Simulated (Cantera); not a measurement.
**Adiabatic ignition**

An adiabatic, constant-volume homogeneous reactor starts with 5.06 % CH3OH, 7.89 % O2, 87.0 % N2, at 1173 K and 7.90 bar.

Model: GRI-Mech 3.0 (53 species, 325 reactions), integrated in Cantera. GRI-Mech 3.0 was tuned for natural gas; its chemistry of methanol as a main component is partial and can be far from experiment.

```tsv
t (s)	T (K)	P (bar)	x CH3OH	x O2	x C2H6	x CH4	x H2
6.00e-6	1173	7.90	0.0506	0.0789	<1e-12	2.14e-9	2.06e-8
1.51e-5	1173	7.90	0.0506	0.0789	<1e-12	1.06e-8	5.38e-8
3.79e-5	1173	7.90	0.0506	0.0789	4.14e-12	4.13e-8	1.41e-7
9.51e-5	1173	7.90	0.0506	0.0789	1.43e-11	1.26e-7	3.68e-7
0.000239	1173	7.90	0.0506	0.0789	3.91e-11	3.34e-7	1.00e-6
0.000600	1173	7.90	0.0506	0.0789	9.57e-11	8.34e-7	3.27e-6
0.00151	1173	7.90	0.0506	0.0789	2.09e-10	1.96e-6	1.91e-5
0.00379	2221	15.4	<1e-12	0.00635	<1e-12	<1e-12	0.00204
0.00951	2276	15.7	<1e-12	0.00376	<1e-12	<1e-12	0.000726
0.0239	2274	15.7	<1e-12	0.00347	<1e-12	<1e-12	0.000746
0.0600	2271	15.7	<1e-12	0.00320	<1e-12	<1e-12	0.000767
0.151	2271	15.7	<1e-12	0.00314	<1e-12	<1e-12	0.000772
0.379	2271	15.7	<1e-12	0.00313	<1e-12	<1e-12	0.000772
0.951	2271	15.7	<1e-12	0.00313	<1e-12	<1e-12	0.000772
2.39	2271	15.7	<1e-12	0.00313	<1e-12	<1e-12	0.000772
6.00	2271	15.7	<1e-12	0.00313	<1e-12	<1e-12	0.000772
```
x: mole fraction; the columns are a selection and need not sum to one.

The time of steepest temperature rise is 3.76 ms, the temperature at 6.00 s is 2271 K and the equilibrium temperature is 2271 K. The x(CH3OH) at 6.00 s is <1e-12 (gas-phase equilibrium <1e-12). The x(O2) at 6.00 s is 0.00313 (gas-phase equilibrium 0.00313) and the x(C2H6) at 6.00 s is <1e-12 (gas-phase equilibrium <1e-12).
